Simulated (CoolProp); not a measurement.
Dodecamethylpentasiloxane (MD3M) at 447.68 K and 0.0135 MPa is compressed adiabatically to 0.0228 MPa with isentropic efficiency 0.8. Each further row changes one setting.

Computed with CoolProp (reference Helmholtz-energy equation of state, Thol 2019).

```json
[
 {"case": "as stated", "work (kJ/kg)": "?", "final temperature (K)": "?", "final density (kg/m³)": "2.42"},
 {"case": "efficiency 1", "work (kJ/kg)": "4.94", "final temperature (K)": "?", "final density (kg/m³)": "2.43"},
 {"case": "efficiency 0.65", "work (kJ/kg)": "?", "final temperature (K)": "?", "final density (kg/m³)": "2.42"}
]
```

Question: Fill in the missing entries.

Answer: 
- as stated, work (kJ/kg): 6.18
- as stated, final temperature (K): 451.5
- efficiency 1, final temperature (K): 450.8
- efficiency 0.65, work (kJ/kg): 7.61
- efficiency 0.65, final temperature (K): 452.3
